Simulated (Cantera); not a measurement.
Thermodynamics of abatement and gas-phase synthesis, feed S + O2

Feed: 1 mol S, 0.65 mol O2, at 1627 °C.

These are equilibrium values from Cantera (NASA tables, ideal gas, pure condensed phases), not measurements of a reactor. Candidate condensed phases: S; 10 gas species. The ideal-gas law is rough above about 30 bar. The numbers say what is thermodynamically allowed, not how fast it happens.

| P (Pa) | log p SO2 | log p SO | log p S2 | log p S | log p S2O | log p O | log p O2 | log p SO3 |
|---|---|---|---|---|---|---|---|---|
| 10 | -4.24 | -4.55 | -5.01 | -5.30 | -7.21 | -7.46 | -7.87 | -10.30 |
| 65 | -3.38 | -3.88 | -4.05 | -4.82 | -6.06 | -7.27 | -7.49 | -9.25 |
| 420 | -2.54 | -3.24 | -3.17 | -4.38 | -4.97 | -7.07 | -7.09 | -8.20 |
| 2700 | -1.71 | -2.61 | -2.32 | -3.95 | -3.92 | -6.87 | -6.68 | -7.17 |
| 17000 | -0.90 | -2.00 | -1.50 | -3.54 | -2.90 | -6.67 | -6.28 | -6.16 |
| 110000 | -0.08 | -1.39 | -0.68 | -3.13 | -1.88 | -6.46 | -5.87 | -5.14 |
| 720000 | 0.74 | -0.77 | 0.14 | -2.73 | -0.86 | -6.25 | -5.46 | -4.11 |
| 4700000 | 1.56 | -0.16 | 0.94 | -2.33 | 0.15 | -6.05 | -5.04 | -3.09 |
| 30000000 | 2.36 | 0.43 | 1.73 | -1.93 | 1.14 | -5.84 | -4.63 | -2.07 |
log p: log10 of the partial pressure in bar; nothing condenses.

From 10.0 Pa to 3.00e7 Pa nothing is condensed.
